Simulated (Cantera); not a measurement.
Input: 1 mol SiHCl₃, 7.9 mol NH₃, 41 mol H₂, held at 1248 K and 0.00133 bar.

Equilibrium computed with Cantera from the NASA thermochemical tables; the gas is ideal and each condensed phase is pure. Candidate condensed phases: NH₄Cl, Si, Si₃N₄; 28 gas species. The numbers say what is thermodynamically allowed, not how fast it happens.

Base state: H₂ 0.892, N₂ 0.0565, HCl 0.0514, SiCl₂ 0.000101, H 1.21e-5 (mole fractions); condensed: Si₃N₄(s).

Q: What changes in the equilibrium state with this change: NH₃ from 7.9 to 4.9 mol?

A: 
| species | before | after |
|---|---|---|
| H₂ | 0.892 | 0.908 |
| HCl | 0.0514 | 0.0572 |
| N₂ | 0.0565 | 0.0343 |
| SiCl₂ | 0.000101 | 0.000171 |
| H | 1.21e-5 | 1.22e-5 |
| Si₃N₄(s), mol | 0.331 | 0.330 |

Q: What changes in the equilibrium state with this change: temperature from 1248 K to 1850 K?

A: 
| species | before | after |
|---|---|---|
| H₂ | 0.892 | 0.870 |
| N₂ | 0.0565 | 0.0663 |
| HCl | 0.0514 | 0.0392 |
| H | 1.21e-5 | 0.0138 |
| SiCl₂ | 0.000101 | 0.00511 |
| Si | <1e-9 | 0.00484 |
| SiCl | 1.51e-9 | 0.000482 |
| SiH | <1e-9 | 0.000163 |
| Si₃N₄(s), mol | 0.331 | 0 |
| Si(l), mol | 0 | 0.358 |
The tables' values for SiCl, SiN are old estimates; treat these amounts as uncertain. Gases not in the tables: Si₂H₆ and higher silanes.

Q: What changes in the equilibrium state with this change: SiHCl₃ replaced by SiH₂Cl₂?

A: 
```tsv
species	before	after
H₂	0.892	0.909
N₂	0.0565	0.0565
HCl	0.0514	0.0343
SiCl₂	0.000101	4.41e-5
H	1.21e-5	1.22e-5
Si₃N₄(s), mol	0.331	0.332
```
